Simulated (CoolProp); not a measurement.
The fluid at 293.15 K and 0.196 MPa is throttled through a valve to 0.0835 MPa with no heat exchange. The same conditions are run with several fluids, on thermodynamics alone (safety and materials aside).

Computed with CoolProp (reference Helmholtz-energy equation of state of each fluid (R142b: Lemmon 2006; R1132(E): Akasaka 2024; R407C: Lemmon 2003; C2F6 (R116): Lemmon 2006; ethylene: Smukala 2000)). Blends and air are pseudo-pure fits.

**Question.** Rank R142b, R1132(E), R407C, C2F6 (R116), ethylene by temperature change (K), highest first.

**Answer.** C2F6 (R116) (-1.0), ethylene (-1.2), R1132(E) (-1.9), R407C (-2.5), R142b (-3.4)

```csv
fluid,final density (kg/m³)
R142b,3.57
R1132(E),2.23
R407C,3.02
C2F6 (R116),4.79
ethylene,0.970
```
